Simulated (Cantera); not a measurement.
Input: 1 mol SiHCl₃, 7.7 mol N₂, equilibrated at 11.0 Pa.

Method: chemical equilibrium by Gibbs-energy minimisation in Cantera with the NASA 1993 tables (ideal gas, pure condensed phases). Candidate condensed phases: NH₄Cl, Si, Si₃N₄; 28 gas species. N₂ is the only nitrogen source here; it is nearly inert below about 1500 K, so the nitride shown seldom forms there in practice. The numbers say what is thermodynamically allowed, not how fast it happens.

Over these rows the condensed part is Si₃N₄(s). Partial pressures as log10 of bar:

```
T (K)  1000/T (1/K)  log p SiHCl₃  log p N₂  log p HCl  log p SiCl₄
-----  ------------  ------------  --------  ---------  -----------
723          1.3831         -9.66     -4.04      -4.99        -5.17
798          1.2531         -9.30     -4.04      -4.97        -5.18
873          1.1455         -9.01     -4.04      -4.96        -5.18
948          1.0549         -8.76     -4.04      -4.95        -5.19
1023         0.9775         -8.55     -4.04      -4.95        -5.19
1098         0.9107             ?     -4.04      -4.95        -5.21
```

Problem. Fit log p(SiHCl₃) = a + b·(1000/T) to the five rows, give the apparent enthalpy, and predict the row at 1098 K.

Solution. Means: 1000/T = 1.1628, log p = -9.056. Sxy = -0.281590, Sxx = 0.1029640, so b = -2.73 and a = -9.056 − (-2.73)×1.1628 = -5.88.
Apparent enthalpy: −19.145 × (-2.73) = 52 kJ/mol. With the condensed phases at unit activity, 1/6 Si₃N₄(s) + HCl(g) + 1/2 SiCl₄(g) = SiHCl₃(g) + 1/3 N₂(g) links this pressure to the main gases: over the six rows their terms move log p by +0.02 in all, so the slope is close to that reaction's ΔH°. The five rows lie within 0.01 of the line.
Prediction at 1098 K: -5.88 + (-2.73)×0.9107 = -8.37. The computed value is -8.38, 0.01 from the line.
